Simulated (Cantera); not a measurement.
Input (Python, Cantera):

```python
import numpy as np
import cantera as ct

gas = ct.Solution("gri30.yaml")
gas.TPX = 1625, 13332, {'C3H8': 1, 'H2': 91, 'N2': 0.14}
reactor = ct.IdealGasConstPressureReactor(gas, energy="off", clone=False)
net = ct.ReactorNet([reactor])
net.rtol, net.atol = 1e-08, 1e-18
show = ['C3H8', 'H2', 'CH2', 'C2H', 'CH4']
times = np.geomspace(4e-06, 40, 15)

steps = ct.SolutionArray(gas, extra=["t"])
rows = []
print(f"{'t/s':>10s}{'T/K':>9s}{'P/Pa':>11s}" + "".join(f"{s:>11s}" for s in show))
for t in times:
    while net.time < t:
        t_next = net.step()
        steps.append(gas.state, t=t_next)
    rows.append([np.interp(t, steps.t, y) for y in (steps.T, steps.P, *steps(*show).X.T)])
    print(f"{t:10.3e}{rows[-1][0]:9.1f}{rows[-1][1]:11.4g}" + "".join(f"{x:11.3e}" for x in rows[-1][2:]))
rate = np.gradient(steps.T, steps.t)
print("integrator steps:", len(steps.t))
if steps.T.max() > steps.T[0] + 200:
    print(f"time of steepest temperature rise: {steps.t[rate.argmax()]:.4e} s")
gas.TPX = 1625, 13332, {'C3H8': 1, 'H2': 91, 'N2': 0.14}
gas.equilibrate("TP")
print(f"equilibrium (TP): T = {gas.T:.1f} K  " + "  ".join(f"{s} {gas[s].X[0]:.3e}" for s in show))
```

Result:

```
       t/s      T/K       P/Pa       C3H8         H2        CH2        C2H        CH4
 4.000e-06   1625.0  1.333e+04  1.058e-02  9.873e-01  4.195e-09  5.389e-15  6.897e-05
 1.265e-05   1625.0  1.333e+04  9.533e-03  9.858e-01  1.437e-07  3.036e-12  7.211e-04
 4.000e-05   1625.0  1.333e+04  4.370e-03  9.793e-01  1.517e-06  8.274e-10  5.904e-03
 1.265e-04   1625.0  1.333e+04  3.960e-05  9.740e-01  1.096e-06  1.927e-08  1.198e-02
 4.000e-04   1625.0  1.333e+04  3.382e-09  9.750e-01  3.339e-07  2.608e-08  1.232e-02
 1.265e-03   1625.0  1.333e+04  6.569e-10  9.756e-01  9.285e-08  1.952e-08  1.243e-02
 4.000e-03   1625.0  1.333e+04  1.200e-10  9.759e-01  2.683e-08  1.199e-08  1.245e-02
 1.265e-02   1625.0  1.333e+04  2.949e-11  9.761e-01  1.059e-08  7.764e-09  1.243e-02
 4.000e-02   1625.0  1.333e+04  2.218e-11  9.762e-01  8.577e-09  7.048e-09  1.235e-02
 1.265e-01   1625.0  1.333e+04  2.120e-11  9.763e-01  8.396e-09  7.143e-09  1.208e-02
 4.000e-01   1625.0  1.333e+04  1.864e-11  9.767e-01  7.908e-09  7.432e-09  1.131e-02
 1.265e+00   1625.0  1.333e+04  1.344e-11  9.777e-01  6.705e-09  8.138e-09  9.447e-03
 4.000e+00   1625.0  1.333e+04  7.487e-12  9.792e-01  4.700e-09  9.300e-09  6.448e-03
 1.265e+01   1625.0  1.333e+04  4.365e-12  9.804e-01  3.103e-09  1.022e-08  4.155e-03
 4.000e+01   1625.0  1.333e+04  3.864e-12  9.806e-01  2.793e-09  1.040e-08  3.720e-03
integrator steps: 1230
equilibrium (TP): T = 1625.0 K  C3H8 3.551e-12  H2 9.807e-01  CH2 2.714e-09  C2H 9.833e-09  CH4 3.615e-03
```

Computed with Cantera and GRI-Mech 3.0 (53 species, 325 reactions). GRI-Mech 3.0 was tuned for natural gas; its chemistry of propane as a main component is partial and can be far from experiment. GRI-Mech 3.0 stops at C3 and has no aromatics, soot or wall deposition, so with more carbon than oxygen in the feed, carbon stays in small species such as C2H2 where larger ones or solid carbon would form.
